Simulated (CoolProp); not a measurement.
Properties of methane at several states.

The numbers come from the reference Helmholtz-energy equation of state, Setzmann 1991 in CoolProp.

| T (°C) | p (kPa) | phase | density (kg/m³) | speed of sound (m/s) | expansivity (1/kK) | conductivity (mW/(m K)) | fugacity coefficient |
|---|---|---|---|---|---|---|---|
| 31.25 | 252 | gas | 1.604 | 452.3 | 3.335 | 35.1 | 0.9960 |
| -35.95 | 2270 | gas | 20.24 | 386.1 | 5.620 | 28.4 | 0.9173 |
| 328.25 | 7180 | supercritical | 22.70 | 624.0 | 1.733 | 91.6 | 1.013 |
| -24.25 | 28 | gas | 0.2173 | 412.6 | 4.029 | 27.6 | 0.9991 |
| 137.85 | 15200 | supercritical | 73.00 | 547.0 | 3.138 | 61.3 | 0.9587 |

Thermal conductivity comes from a separate model (Friend 1989).
